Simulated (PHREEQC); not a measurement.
A solution holds 0.26 mol/kgw TMAH and 0.00076 mol/kgw K3PO4, at 25 °C. Closed to the air; pH follows from the charge balance.

Computed with PHREEQC (ion-association model, phreeqc.dat).

No solid was allowed to form.

Task: Predict the pH, activity of water.

Result: pH 13.25; activity of water 0.991.

Task: In which forms is P present?

Result: PO4-3 98 %, HPO4-2 1.8 % of the P.

(CH3)4N+ isn't in the database: it is added as a free cation with an ion size of 4 Å.
